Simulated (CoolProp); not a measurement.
cis-2-butene at several states: density (kg/m³) from the reference equation and from simpler models built on Tc = 162.6 °C, pc = 4.236 MPa, ω = 0.202; each cubic takes its own stable root.

Values from CoolProp's reference Helmholtz-energy equation of state, Lemmon 2005. It is a short technical equation, of lower accuracy than the large ones.

```csv
T (°C),p (MPa),phase,reference,van der Waals,Soave-Redlich-Kwong
242.45,0.0331,gas,0.4339,0.4339,0.4339
-98.75,0.0257,liquid,[?],452.7,[?]
173.25,0.0615,gas,0.9340,0.9335,0.9340
-27.45,0.0868,liquid,[?],[?],[?]
32.15,1.84,liquid,[?],[?],[?]
230.05,0.0278,gas,0.3733,0.3733,0.3733
```

**Question.** Some entries are withheld; supply them.

**Answer.** 
- -98.75, reference: 748.3
- -98.75, Soave-Redlich-Kwong: 679.2
- -27.45, reference: 674.3
- -27.45, van der Waals: 2.440
- -27.45, Soave-Redlich-Kwong: 623.5
- 32.15, reference: 609.4
- 32.15, van der Waals: 378.1
- 32.15, Soave-Redlich-Kwong: 563.0

At some of these states van der Waals gives the other phase, because its saturation line lies elsewhere.
